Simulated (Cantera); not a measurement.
An isothermal, constant-pressure homogeneous reactor starts with H₂ : O₂ = 0.14 : 1 (molar parts), equivalence ratio 0.070, at 1450 K and 10.00 Torr.

Detailed kinetics in Cantera: GRI-Mech 3.0 (53 species, 325 reactions). Radical loss at walls, strong at low pressure, is not modelled. The temperature is held fixed by assumption; the heat of reaction is taken as removed at once.

One state of this run: x H₂ = 1.16e-6; x O₂ = 0.869; x H = 8.88e-8; x HO₂ = 1.51e-7; x O = 1.63e-5; x OH = 0.000240. x: mole fraction; the columns are a selection and need not sum to one.

Question: Which value of t (s) does it belong to?
A. 39.9
B. 0.317
C. 0.0126
D. 0.0632

Answer: A, 39.9
